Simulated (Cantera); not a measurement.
A closed system holds: 1 mol HgO, 1.3 mol H₂, held at 140000 Pa.

Equilibrium computed with Cantera from the NASA thermochemical tables; the gas is ideal and each condensed phase is pure. Candidate condensed phases: H₂O, Hg, HgO; 10 gas species. Kinetics and transport are ignored.

Problem. Which condensed phases are stable at each of these points (T (K)): 600, 700, 800, 900, 1000, 1100, 1200, 1300?

Solution. 
```csv
T (K),condensed phases,Hg condensed (%)
600,Hg(l),10.9
700,gas only,0.0
800,gas only,0.0
900,gas only,0.0
1000,gas only,0.0
1100,gas only,0.0
1200,gas only,0.0
1300,gas only,0.0
```

At 600 K the condensed part is Hg(l). From 700 K to 1300 K nothing is condensed.
